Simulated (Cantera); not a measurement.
A jet of 2.78 % CH₄, 12.8 % O₂, 84.4 % N₂, equivalence ratio 0.43 at 300 K and 13000 Pa hits a platinum plate 2.6 cm away at a mass flux of 0.044 kg/m²/s; the plate temperature is set and raised in steps from an oxygen-covered start.

Cantera simulation using Deutschmann's 1995 Pt surface mechanism with GRI-Mech 3.0 gas chemistry; the numbers are that mechanism's predictions, not measurements. Catalytic surfaces can have several steady states; this one follows from the mechanism file's or the stated starting coverage.

x: mole fraction at the wall; θ: surface coverage.

| plate T (K) | wall x CH₄ | wall x O₂ | wall x H₂O | wall x OH | wall x CO | wall x CO₂ | θ free Pt | θ O* | θ OH* |
|---|---|---|---|---|---|---|---|---|---|
| 900 | 0.0186 | 0.109 | 0.0171 | ? | 6.76e-6 | 0.0112 | 0.184 | 0.815 | 0.00122 |
| 950 | 0.0141 | 0.0990 | 0.0255 | ? | 7.10e-6 | 0.0168 | 0.250 | 0.748 | 0.00135 |
| 1000 | 0.0105 | 0.0914 | 0.0321 | ? | 7.14e-6 | 0.0212 | 0.320 | 0.679 | 0.00136 |
| 1050 | 0.00789 | 0.0859 | 0.0368 | ? | 7.16e-6 | 0.0243 | 0.389 | 0.609 | 0.00129 |
| 1100 | 0.00612 | 0.0822 | 0.0400 | ? | 7.30e-6 | 0.0264 | 0.457 | 0.541 | 0.00118 |
| 1150 | 0.00490 | 0.0797 | 0.0421 | ? | 7.62e-6 | 0.0278 | 0.522 | 0.477 | 0.00105 |
| 1200 | 0.00404 | 0.0780 | 0.0435 | ? | 8.16e-6 | 0.0288 | 0.583 | 0.416 | 0.000928 |
| 1250 | 0.00341 | 0.0769 | 0.0445 | ? | 9.00e-6 | 0.0294 | 0.640 | 0.359 | 0.000810 |

Task: Some entries are withheld; supply them.

Result: 
- 900, wall x OH: 2.41e-8
- 950, wall x OH: 7.65e-8
- 1000, wall x OH: 2.11e-7
- 1050, wall x OH: 5.14e-7
- 1100, wall x OH: 1.13e-6
- 1150, wall x OH: 2.27e-6
- 1200, wall x OH: 4.26e-6
- 1250, wall x OH: 7.51e-6
